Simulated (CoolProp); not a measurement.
Saturated liquid density (kg/m³) of chlorine: the reference equation beside estimates from Tc = 416.9 K, pc = 7.642 MPa, ω = 0.070.

Computed with CoolProp (reference Helmholtz-energy equation of state, Thol 2021).

| T (K) | reference | Redlich-Kwong | Soave-Redlich-Kwong |
|---|---|---|---|
| 230.3 | 1588 | 1470 | 1464 |
| 238.1 | [?] | 1450 | 1446 |
| 246 | 1545 | [?] | 1426 |
| 253.9 | 1523 | 1408 | 1406 |
| 261.8 | 1500 | 1386 | 1385 |
| 269.7 | 1478 | 1363 | 1363 |
| 277.5 | 1455 | 1339 | 1341 |
| 285.4 | 1432 | 1315 | 1317 |
| 293.3 | 1408 | 1289 | 1293 |
| 301.2 | [?] | 1262 | 1267 |
| 309.1 | 1358 | [?] | 1240 |
| 316.9 | 1332 | 1205 | 1212 |
| 324.8 | 1306 | 1174 | 1182 |

Complete the blanks.


- 238.1, reference: 1567
- 246, Redlich-Kwong: 1430
- 301.2, reference: 1383
- 309.1, Redlich-Kwong: 1234

Absolute difference from the reference over all 13 rows, mean and median: Redlich-Kwong 8.3 and 8.0 %, Soave-Redlich-Kwong 8.2 and 7.8 %.
